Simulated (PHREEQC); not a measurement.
Acid rinse or clean: speciation

Dissolve 0.016 mol/kgw HCl, 0.00079 mol/kgw ZnSO4 and 0.00021 mol/kgw KCl at 25 °C. Closed to the air; pH follows from the charge balance.

Equilibrium calculation in PHREEQC: ion-association model, phreeqc.dat.

No solid was allowed to form.

### Question
Estimate the pH, specific conductance.

### Answer
pH 1.85; specific conductance 6260 µS/cm.

### Question
In which forms is Zn present?

### Answer
Zn+2 94 %, ZnSO4 3.1 %, ZnCl+ 2.4 % of the Zn.
